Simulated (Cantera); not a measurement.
A Cantera script and what it prints.

```python
import numpy as np
import cantera as ct

gas_names = """
    AL ALBr ALBr3 AL2 AL2Br6 Br Br2
""".split()
cond_names = """
    AL(cr) AL(L) ALBr3(s) ALBr3(L) Br2(cr) Br2(L)
""".split()


# ... load() reads the species with a 1 bar reference pressure and builds the phases ...
atoms = {
    'Al': {'AL': 1},
    'Br2': {'Br': 2},
}
top_T = {}  # K; cautious upper limits of use, not melting points


# ... equilibrate(T, P, feed) seeds the gas with the atoms and calls Mixture.equilibrate('TP', solver="vcs", rtol=1e-11, max_steps=5000) ...
results = []
feed = {'Al': 1, 'Br2': 6}  # mol
T = 1323.15  # K
P = 840  # Pa
mix = equilibrate(T, P, feed)
results.append((T, P, feed, dict(zip(mix.species_names, mix.species_moles))))
x = sorted(zip(gas.X, gas.species_names), reverse=True)
print(f"T = {T:g} K  P = {P:g} Pa  gas = {mix.phase_moles(0):.4g} mol")
print("   x: " + "  ".join(f"{s} {v:.3e}" for v, s in x if v > 1e-06))
print("   condensed (mol): " + ("  ".join(f"{mix.phase(i).name} {mix.phase_moles(i):.4g}"
      for i in range(1, mix.n_phases) if mix.phase_moles(i) > 1e-12) or "none"))
```

It prints:

```
T = 1323.15 K  P = 840 Pa  gas = 7.824 mol
   x: Br 5.941e-01  Br2 2.780e-01  ALBr3 1.278e-01
   condensed (mol): none
```

These are equilibrium values from Cantera (NASA tables, ideal gas, pure condensed phases), not measurements of a reactor.
